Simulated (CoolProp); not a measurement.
The fluid at 364.87 K and 10.9 MPa is throttled through a valve to 3.56 MPa with no heat exchange. The same conditions are run with several fluids, on thermodynamics alone (safety and materials aside).

Computed with CoolProp (reference Helmholtz-energy equation of state of each fluid (tetrahydrofuran: Fiedler 2023; R1336mzz(Z): McLinden 2020; cis-2-butene: Lemmon 2005; 1,2-dichloroethane: Thol 2015; chloromethane (R40): Thol 2014)).

Rank tetrahydrofuran, R1336mzz(Z), cis-2-butene, 1,2-dichloroethane, chloromethane (R40) by temperature change (K), highest first.

1,2-dichloroethane (+2.4), tetrahydrofuran (+2.2), R1336mzz(Z) (+0.7), cis-2-butene (+0.4), chloromethane (R40) (-1.5)

| fluid | final density (kg/m³) |
|---|---|
| tetrahydrofuran | 807 |
| R1336mzz(Z) | 1190 |
| cis-2-butene | 533 |
| 1,2-dichloroethane | 1150 |
| chloromethane (R40) | 760 |
